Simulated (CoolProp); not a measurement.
Vapour-liquid equilibrium of R125 (1) + R236FA (2) at 281 kPa; x and y are mole fractions of (1).

Values from CoolProp's multi-fluid Helmholtz-energy mixture model, Lemmon 2005 and Pan 2012; pair parameters Bell 2016.

```
x     bubble temperature, mixture model (°C)  bubble temperature, Raoult's law (°C)  y, mixture model  y, Raoult's law
----  --------------------------------------  -------------------------------------  ----------------  ---------------
0.05                                    20.9                                   20.3             0.186            0.216
0.2                                      8.2                                    7.1               [?]            0.593
0.35                                    -1.4                                   -2.4               [?]            0.774
0.5                                     -8.8                                   -9.5             0.852            0.873
0.65                                   -14.6                                  -15.2             0.919            0.931
0.8                                    -19.5                                  -19.8             0.962            0.969
0.95                                   -23.5                                  -23.6               [?]            0.994
```

Q: What belongs in the gaps?

A: 
- 0.2, y, mixture model: 0.550
- 0.35, y, mixture model: 0.743
- 0.95, y, mixture model: 0.992

The largest gap from Raoult's law is +1.1 K in bubble temperature, at x = 0.2. No azeotrope shows between x = 0.05 and 0.95.

The pair parameters rest on a limited set of measurements; away from them the model extrapolates.
